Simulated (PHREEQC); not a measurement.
Dissolve 0.052 mol/kgw CuCl2, 0.017 mol/kgw HBF4 and 0.012 mol/kgw NaCl at 25 °C. Closed to the air; pH follows from the charge balance.

Equilibrium calculation in PHREEQC: ion-association model, phreeqc.dat.

Each row changes one thing in this solution. No solid was allowed to form.

| case | pH | ionic strength (mol/kgw) | Cl- (mol/kgw) | BF4- (mol/kgw) | HF (mol/kgw) | H3BO3 (mol/kgw) | SI of Halite (NaCl) |
|---|---|---|---|---|---|---|---|
| as made | 1.89 | 0.174 | 0.111 | 0.0145 | 0.00664 | 0.00156 | -4.71 |
| CuCl2 left out | 1.86 | 0.0278 | 0.0120 | 0.0145 | 0.00718 | 0.00165 | -5.55 |
| CuCl2 replaced by CdCl2 at the same molality | 1.88 | 0.101 | 0.0711 | 0.0145 | (withheld) | (withheld) | -4.86 |
| NaCl from 0.012 to 0.018 mol/kgw | 1.89 | 0.179 | 0.117 | 0.0145 | (withheld) | 0.00155 | -4.51 |
| 0.00079 mol/kgw HBr added | 1.87 | 0.175 | 0.111 | 0.0145 | (withheld) | 0.00157 | -4.71 |
| diluted 10-fold with water | 2.75 | 0.0185 | 0.0115 | (withheld) | 0.00242 | 0.000829 | -6.55 |

Question: What belongs in the gaps?

Answer: 
- CuCl2 replaced by CdCl2 at the same molality, HF (mol/kgw): 0.00686
- CuCl2 replaced by CdCl2 at the same molality, H3BO3 (mol/kgw): 0.00158
- NaCl from 0.012 to 0.018 mol/kgw, HF (mol/kgw): 0.00663
- 0.00079 mol/kgw HBr added, HF (mol/kgw): 0.00670
- diluted 10-fold with water, BF4- (mol/kgw): 0.000704

Species that the database lacks are ignored. Real BF4- forms and hydrolyses slowly; the run takes it at equilibrium.
